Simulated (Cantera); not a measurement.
An adiabatic, constant-pressure homogeneous reactor starts with CH4 : H2 : O2 : N2 : H2O = 1 : 0.19 : 5.11 : 19.2 : 0.59 (molar parts), equivalence ratio 0.41, at 1673 K and 750 Torr.

Model: GRI-Mech 3.0 (53 species, 325 reactions), integrated in Cantera.

One state of this run: T (K) = 2402; x CH4 = <1e-12; x H2 = 0.00112; x O2 = 0.107; x NO = 0.0132; x H = 0.000544. x: mole fraction; the columns are a selection and need not sum to one.

### Question
Which value of t (s) does it belong to?
A. 0.134
B. 5.00e-6
C. 1.55e-5
D. 4.82e-5

### Answer
A, 0.134
